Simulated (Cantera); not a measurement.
A Cantera script and what it prints.

```python
import numpy as np
import cantera as ct

gas_names = """
    C CN CO CO2 C2 CCN CNC C2N2 C2O C3 C3O2 C4 C4N2 C5 N NCO NO NO2 NO3 N2 N2O O O2 O3 Si SiC SiC2 SiN
    SiO SiO2 Si2 Si2C Si2N Si3
""".split()
cond_names = """
    C(gr) Si(cr) Si(L) SiC(b) SiO2(Lqz) SiO2(hqz) SiO2(L) Si2N2O(s) Si3N4(a)
""".split()


def load(file, names, dense=False):
    # The tables refer to 1 bar. Condensed volumes are neglected.
    table = {s.name: s for s in ct.Species.list_from_file(file)}
    out = []
    for n in names:
        d = dict(table[n].input_data)
        d["thermo"] = dict(d["thermo"], **{"reference-pressure": 1e5})
        if dense:
            d["equation-of-state"] = {"model": "constant-volume", "density": "1e6 g/cm^3"}
        out.append(ct.Species.from_dict(d))
    return out


gas = ct.Solution(thermo="ideal-gas", species=load("nasa_gas.yaml", gas_names))
cond = {s.name: ct.Solution(thermo="fixed-stoichiometry", species=[s], name=s.name)
        for s in load("nasa_condensed.yaml", cond_names, dense=True)}
atoms = {
    'Si': {'Si': 1},
    'CO2': {'C': 1, 'O': 2},
    'N2': {'N': 2},
}
top_T = {'C(gr)': 4500, 'SiC(b)': 3050, 'Si2N2O(s)': 2100, 'Si3N4(a)': 2400}  # K; cautious upper limits of use, not melting points


def equilibrate(T, P, feed):
    n = {}
    for name, mol in feed.items():
        for a, k in atoms[name].items():
            n[a] = n.get(a, 0.0) + k * mol
    gas.TPX = T, P, n
    mass = sum(n.values()) * gas.mean_molecular_weight
    gas.equilibrate("TP")
    valid = [c for c in cond.values() if c.min_temp <= T <= top_T.get(c.name, c.max_temp)]
    mix = ct.Mixture([(gas, mass / gas.mean_molecular_weight)] + [(c, 0.0) for c in valid])
    mix.T, mix.P = T, P
    mix.equilibrate("TP", solver="vcs", rtol=1e-11, max_steps=5000)
    return mix


results = []
feed = {'Si': 1, 'CO2': 0.025, 'N2': 1.6}  # mol
T = 1923.15  # K
P = 260000  # Pa
mix = equilibrate(T, P, feed)
results.append((T, P, feed, dict(zip(mix.species_names, mix.species_moles))))
x = sorted(zip(gas.X, gas.species_names), reverse=True)
print(f"T = {T:g} K  P = {P:g} Pa  gas = {mix.phase_moles(0):.4g} mol")
print("   x: " + "  ".join(f"{s} {v:.3e}" for v, s in x if v > 0.0001))
print("   condensed (mol): " + ("  ".join(f"{mix.phase(i).name} {mix.phase_moles(i):.4g}"
      for i in range(1, mix.n_phases) if mix.phase_moles(i) > 1e-12) or "none"))
```

Output:

```
T = 1923.15 K  P = 260000 Pa  gas = 0.9669 mol
   x: N2 9.923e-01  CO 7.464e-03  SiO 2.177e-04
   condensed (mol): SiC(b) 0.01778  Si2N2O(s) 0.04257  Si3N4(a) 0.299
```

Method: chemical equilibrium by Gibbs-energy minimisation in Cantera with the NASA 1993 tables (ideal gas, pure condensed phases). Mutual solubility and eutectic melting of coexisting phases are not modelled.
